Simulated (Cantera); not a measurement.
A Cantera script and its output.

```python
import numpy as np
import cantera as ct

gas = ct.Solution("h2o2.yaml")
gas.TPX = 325, 25000, {'H2': 1, 'O2': 0.5, 'N2': 1.88}
flame = ct.FreeFlame(gas, width=0.11)
flame.set_refine_criteria(ratio=3, slope=0.08, curve=0.16)
flame.transport_model = "mixture-averaged"
flame.solve(loglevel=0, auto=True)
flame.transport_model = "multicomponent"
flame.soret_enabled = True
flame.solve(loglevel=0, refine_grid=True)
z, T = flame.grid, flame.T
thick = (T[-1] - T[0]) / np.gradient(T, z).max()
show = ['H2', 'O2', 'H2O2', 'HO2', 'OH', 'H2O']
print(f"laminar burning velocity  {flame.velocity[0] * 100:.3f} cm/s")
print(f"burnt temperature         {T[-1]:.1f} K")
print(f"thermal thickness         {thick * 1e3:.4f} mm")
print(f"grid points               {len(z)}")
z0 = z[flame.heat_release_rate.argmax()]
print(f"{'z/mm':>9s}{'T/K':>9s}{'u/(m/s)':>9s}" + "".join(f"{s:>11s}" for s in show))
rows = []
for k in (-3, -2, -1.5, -1, -0.5, -0.25, 0, 0.25, 0.5, 1, 2, 4, 8):
    zz = z0 + k * thick
    rows.append([k * thick, np.interp(zz, z, T), np.interp(zz, z, flame.velocity),
                 *(np.interp(zz, z, flame.X[gas.species_index(s)]) for s in show)])
    print(f"{rows[-1][0] * 1e3:9.3f}{rows[-1][1]:9.1f}{rows[-1][2]:9.3f}" + "".join(f"{x:11.3e}" for x in rows[-1][3:]))
```

Result:

```
laminar burning velocity  221.382 cm/s
burnt temperature         2342.0 K
thermal thickness         2.1959 mm
grid points               126
     z/mm      T/K  u/(m/s)         H2         O2       H2O2        HO2         OH        H2O
   -6.588    325.0    2.214  2.959e-01  1.479e-01  1.333e-15  7.854e-15  7.908e-18  4.171e-14
   -4.392    325.0    2.214  2.959e-01  1.479e-01  2.576e-14  4.038e-13  3.093e-16  2.346e-12
   -3.294    325.0    2.214  2.958e-01  1.479e-01  2.087e-12  3.269e-11  1.720e-14  1.620e-10
   -2.196    325.0    2.213  2.957e-01  1.480e-01  4.341e-10  6.596e-09  2.221e-11  2.580e-08
   -1.098    329.5    2.214  2.853e-01  1.501e-01  2.239e-06  2.440e-05  2.333e-06  8.226e-05
   -0.549    566.2    3.652  2.402e-01  1.488e-01  5.777e-05  1.260e-04  9.005e-04  1.744e-02
    0.000   1049.1    6.603  1.437e-01  1.082e-01  1.760e-06  3.443e-05  2.070e-03  1.058e-01
    0.549   1357.7    8.501  5.855e-02  4.855e-02  1.595e-06  1.309e-05  6.816e-03  2.097e-01
    1.098   1498.8    9.342  4.325e-02  3.357e-02  1.156e-06  7.921e-06  9.611e-03  2.355e-01
    2.196   1647.5   10.187  4.256e-02  2.878e-02  6.381e-07  5.649e-06  1.216e-02  2.458e-01
    4.392   1803.4   11.041  4.165e-02  2.494e-02  3.200e-07  4.036e-06  1.417e-02  2.565e-01
    8.784   1954.2   11.835  3.842e-02  2.103e-02  1.715e-07  2.808e-06  1.513e-02  2.692e-01
   17.567   2094.1   12.548  3.319e-02  1.713e-02  1.046e-07  1.927e-06  1.477e-02  2.831e-01
```

Cantera simulation using the H2/O2 subset of GRI-Mech 3.0, which has no nitrogen chemistry; the numbers are that mechanism's predictions, not measurements. Burning velocities carry a grid error of a few per cent, more on coarse grids.
